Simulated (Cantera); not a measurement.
An isothermal, constant-pressure homogeneous reactor starts with CH4 : CO2 : H2O = 1 : 0.52 : 0.006 (molar parts), at 2175 K and 0.133 bar.

Computed with Cantera and GRI-Mech 3.0 (53 species, 325 reactions). GRI-Mech 3.0 stops at C3 and has no aromatics, soot or wall deposition, so with more carbon than oxygen in the feed, carbon stays in small species such as C2H2 where larger ones or solid carbon would form.

x: mole fraction; the columns are a selection and need not sum to one.

```
t (s)        x CH4    x CO2       x H     x HO2   x C2H2       x O    x CH2
--------  --------  -------  --------  --------  -------  --------  -------
8.00e-6      0.644    0.339   9.24e-5  1.13e-11  1.58e-6   2.66e-9  5.19e-6
3.63e-5      0.582    0.330  0.000443  1.90e-11  0.00122   1.76e-8  5.92e-5
0.000165       [?]      [?]       [?]  7.39e-11      [?]       [?]      [?]
0.000750    0.0344   0.0917   0.00445  1.38e-10    0.170   3.29e-7  5.93e-5
0.00341        [?]      [?]       [?]  8.39e-11      [?]       [?]      [?]
0.0155     0.00367  0.00338   0.00783  6.01e-12   0.0941   2.66e-7  2.06e-5
0.0704    0.000326  1.79e-5    0.0101    <1e-12   0.0771   2.34e-9  2.74e-6
0.320      9.34e-5  2.34e-8    0.0102    <1e-12   0.0771  6.08e-12  8.08e-7
1.45       9.34e-5  2.34e-8    0.0102    <1e-12   0.0771  6.08e-12  8.08e-7
6.60       9.34e-5  2.34e-8    0.0102    <1e-12   0.0771  6.08e-12  8.08e-7
30.0       9.34e-5  2.34e-8    0.0102    <1e-12   0.0771  6.08e-12  8.08e-7
```

Complete the blanks.


- 0.000165, x CH4: 0.204
- 0.000165, x CO2: 0.229
- 0.000165, x H: 0.00300
- 0.000165, x C2H2: 0.102
- 0.000165, x O: 1.31e-7
- 0.000165, x CH2: 9.93e-5
- 0.00341, x CH4: 0.00803
- 0.00341, x CO2: 0.0127
- 0.00341, x H: 0.00619
- 0.00341, x C2H2: 0.147
- 0.00341, x O: 6.47e-7
- 0.00341, x CH2: 4.11e-5
